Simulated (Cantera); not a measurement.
Charge: 1 mol Fe₂O₃, 2.9 mol C, 3.6 mol N₂, held at 11.0 mbar.

Cantera equilibrium calculation (NASA polynomials, part measured and part estimated; ideal gas, pure solids and liquids). Candidate condensed phases: C, Fe, Fe(CO)₅, FeO, Fe₂O₃, Fe₃O₄; 27 gas species. Equilibrium is a limit: real reactors are often held back by kinetics, nucleation or transport.

Problem. At 1977 °C, list the 4 most abundant gas species with their mole fractions, and the condensed phases.

Solution. N₂ 0.423, CO 0.331, Fe 0.234, CO₂ 0.0103. Condensed: gas only.
